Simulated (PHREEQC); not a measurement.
A column of 1 m (40 cells, dispersivity 0.08 m, 300 s a shift, diffusion coefficient 3e-10 m²/s) holds 0.0011 eq of the database's cation exchanger X per kg of pore water, first in equilibrium with 0.00035 mol PbCl2, 0.0076 mol CdCl2 and 1e-05 mol HCl per kg of water. It is flushed with 1.1 mmol/kgw ZnCl2 and 0.01 mmol/kgw HCl, at 40 °C. Values are for the last cell. CO2 from the air is kept out. Nothing may precipitate in this run.

Base run: PHREEQC, ion-association model, phreeqc.dat. Each further column changes one thing. The table gives Zn in solution (mol/kgw).

```tsv
pore volumes	base	exchange capacity from 0.0011 to 0.00055 eq/kgw	dispersivity from 0.08 to 0.16 m
0	0	0	0
0.3875	3.88e-6	6.13e-6	3.15e-5
0.6375	9.35e-5	0.000128	0.000193
1.012	0.000380	0.000496	0.000472
1.387	0.000584	0.000744	0.000650
1.637	0.000685	0.000846	0.000728
2.013	0.000827	0.000958	0.000819
2.388	0.000945	0.00103	0.000897
2.638	0.00100	0.00106	0.000941
3.013	0.00105	0.00108	0.000995
3.388	0.00108	0.00109	0.00103
3.638	0.00109	0.00110	0.00105
4.013	0.00109	0.00110	0.00107
```

At this temperature some constants are extrapolated from 25 °C, and those without enthalpy data are left unchanged.
